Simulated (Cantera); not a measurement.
# Premixed flame

A freely propagating, adiabatic, planar premixed flame of H₂ : O₂ : N₂ = 1 : 0.781 : 3.05 (molar parts), equivalence ratio 0.64, unburnt at 423 K and 0.133 bar; mixture-averaged transport, grid criteria slope 0.08 and curve 0.16, no radiation.

Computed with Cantera and the H2/O2 subset of GRI-Mech 3.0, which has no nitrogen chemistry. Burning velocities carry a grid error of a few per cent, more on coarse grids. Lean hydrogen flames are cellular in practice and burn faster than this planar one.

| z (mm) | T (K) | u (m/s) | x H₂ | x O₂ | x H₂O | x OH | x H | x HO₂ |
|---|---|---|---|---|---|---|---|---|
| -16.2 | 423 | 2.14 | 0.207 | 0.162 | <1e-8 | <1e-8 | <1e-8 | <1e-8 |
| -10.8 | 423 | 2.14 | 0.207 | 0.162 | <1e-8 | <1e-8 | <1e-8 | <1e-8 |
| -8.10 | 423 | 2.14 | 0.207 | 0.162 | <1e-8 | <1e-8 | <1e-8 | <1e-8 |
| -5.40 | 423 | 2.14 | 0.207 | 0.162 | 8.70e-8 | <1e-8 | <1e-8 | 7.39e-8 |
| -2.70 | 437 | 2.19 | 0.201 | 0.162 | 0.000630 | 3.39e-5 | 5.01e-5 | 8.64e-5 |
| -1.35 | 645 | 3.16 | 0.168 | 0.158 | 0.0189 | 0.000488 | 0.00435 | 5.21e-5 |
| 0 | 1018 | 4.86 | 0.0833 | 0.125 | 0.0925 | 0.00187 | 0.0260 | 2.06e-5 |
| 1.35 | 1272 | 6.02 | 0.0254 | 0.0829 | 0.165 | 0.00534 | 0.0363 | 1.11e-5 |
| 2.70 | 1395 | 6.57 | 0.0166 | 0.0732 | 0.181 | 0.00719 | 0.0312 | 8.27e-6 |
| 5.40 | 1526 | 7.13 | 0.0148 | 0.0697 | 0.190 | 0.00897 | 0.0222 | 6.34e-6 |
| 10.8 | 1654 | 7.66 | 0.0124 | 0.0673 | 0.199 | 0.0101 | 0.0137 | 4.77e-6 |
| 21.6 | 1768 | 8.13 | 0.00899 | 0.0655 | 0.208 | 0.0101 | 0.00717 | 3.37e-6 |
| 43.2 | 1856 | 8.48 | 0.00551 | 0.0646 | 0.216 | 0.00889 | 0.00304 | 2.18e-6 |
x: mole fraction of selected species; z is measured from the peak of heat release.

```json
{
  "laminar_burning_velocity": "214 cm/s",
  "thermal_thickness": "5.40 mm",
  "peak x(OH)": "0.0103",
  "peak x(H)": "0.0365",
  "peak x(HO₂)": "9.88e-5",
  "grid_points": "117"
}
```
